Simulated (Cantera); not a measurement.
Input: 1 mol CaO, 0.16 mol O2, held at 1427 °C and 10.0 mbar.

Method: chemical equilibrium by Gibbs-energy minimisation in Cantera with the NASA 1993 tables (ideal gas, pure condensed phases). Candidate condensed phases: Ca, CaO; 6 gas species. The numbers say what is thermodynamically allowed, not how fast it happens.

Base state: O2 1.000, O 0.000447 (mole fractions); condensed: CaO(s).

Task: What changes in the equilibrium state with this change: 0.011 mol CH4 added?

Result: 
```tsv
species	before	after
O2	1.000	0.806
H2O	0	0.128
CO2	0	0.0642
OH	0	0.00182
CO	0	4.91e-5
H2	0	2.86e-5
O	0.000447	0.000401
CaO(s), mol	1.00	1.00
```
Further candidate phases: C, C6H6, C7H8, C8H18, CaCO3, Ca(OH)2, H2O.
